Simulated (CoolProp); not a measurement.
Vapour-liquid equilibrium of ethanol (1) + benzene (2) at 80.05 °C; x and y are mole fractions of (1).

Values from CoolProp's multi-fluid Helmholtz-energy mixture model, Schroeder 2014 and Thol 2012; pair parameters Bell 2016.

Q: Give the bubble pressure and the first vapour's composition at x = 0.25, 0.55, 0.65. Is there an azeotrope?

A: x = 0.25: 1.491 bar, y = 0.420; x = 0.55: 1.527 bar, y = 0.497; x = 0.65: 1.507 bar, y = 0.532. y crosses x between x = 0.45 and 0.55: the model has an azeotrope there.

Pair parameters are fitted to limited data, so mixtures are less certain than the pure fluids.
